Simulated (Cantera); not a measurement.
Feed: 1 mol Al(CH3)3, 14 mol N2, at 750 K and 0.760 bar.

These are equilibrium values from Cantera (NASA tables, ideal gas, pure condensed phases), not measurements of a reactor. Candidate condensed phases: Al, AlN, C, C6H6, C7H8, C8H18; 97 gas species. The feed counts by its element totals alone. Kinetics and transport are ignored.

Base state: N2 0.792, H2 0.152, CH4 0.0560, NH3 0.000204 (mole fractions); condensed: AlN(s) + C(graphite).

Q: What changes in the equilibrium state with this change: N2 from 14 to 54 mol?

A: 
```tsv
species	before	after
N2	0.792	0.931
H2	0.152	0.0605
CH4	0.0560	0.00887
NH3	0.000204	5.57e-5
AlN(s), mol	1.00	1.00
C(graphite), mol	2.05	2.49
```

Q: What changes in the equilibrium state with this change: N2 from 14 to 29 mol?

A: 
```
species             before     after
----------------  --------  --------
N2                   0.792     0.883
H2                   0.152    0.0952
CH4                 0.0560    0.0220
NH3               0.000204  0.000107
AlN(s), mol           1.00      1.00
C(graphite), mol      2.05      2.29
```

Q: What changes in the equilibrium state with this change: temperature from 750 K to 898.15 K?

A: 
```
species             before    after
----------------  --------  -------
N2                   0.792    0.759
H2                   0.152    0.228
CH4                 0.0560   0.0126
NH3               0.000204  8.86e-5
AlN(s), mol           1.00     1.00
C(graphite), mol      2.05     2.78
```
